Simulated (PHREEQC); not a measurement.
Consider water at 25 °C with 1 mmol/kgw (NH4)2SO4 and 2.4 mmol/kgw H3PO4. Closed to the air; pH follows from the charge balance.

All values are PHREEQC results (ion-association model, wateq4f.dat), not measurements.

```json
{
 "pH": "2.77",
 "ionic_strength": "0.00468 mol/kgw",
 "total_alkalinity": "-2.40 meq/kg"
}
```

```tsv
species	molality	activity	log γ
NH4+	0.00198	0.00184	-0.032
H2PO4-	0.00194	0.00181	-0.031
H+	0.00183	0.00171	-0.029
SO4-2	0.000867	0.000649	-0.126
H3PO4	0.000455	0.000456	0.000
HSO4-	0.000116	0.000108	-0.032
```

This is a speciation only: nothing precipitates in the calculation. Complexes and solids missing from the database can't appear. H3PO4, which wateq4f.dat lacks, is added to it with the constant of phreeqc.dat.
